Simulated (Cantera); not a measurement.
Feed: 1 mol Si₃N₄, a varied amount of Cl₂, equilibrated at 75.0 Torr.

These are equilibrium values from Cantera (NASA tables, ideal gas, pure condensed phases), not measurements of a reactor. Candidate condensed phases: Si, Si₃N₄; 13 gas species. Mutual solubility and eutectic melting of coexisting phases are not modelled. The tables' values for SiCl₃ are old estimates. The numbers say what is thermodynamically allowed, not how fast it happens.

Stable condensed phases, one row left out:

```
T in K \ n(Cl₂) in mol
         1.6 2.3 3.3 4.8 6.9 9.8  14  20  29
   2100    A   A   B   B   B   B   B   B   B
   1900    C   C   B   B   B   B   B   B   B
   1800    D   D   B   B   B   B   B   B   B
   1700    D   D   D   B   B   B   B   B   B
   1600    D   D   D   B   B   B   B   B   B
   1500    D   D   D   D   B   B   B   B   B
   1400    D   D   D   D   B   B   B   B   B
   1300    D   D   D   D   B   B   B   B   B
   1200    D   D   D   D   B   B   B   B   B
   1100    D   D   D   D   B   B   B   B   B
   1000    D   D   D   D   B   B   B   B   B
    900    D   D   D   D   B   B   B   B   B
    800    D   D   D   D   B   B   B   B   B
```

A: Si; B: gas only; C: Si + Si₃N₄; D: Si₃N₄.

Give the row for 2000 K.

1.6: Si; 2.3: Si; 3.3: gas only; 4.8: gas only; 6.9: gas only; 9.8: gas only; 14: gas only; 20: gas only; 29: gas only.
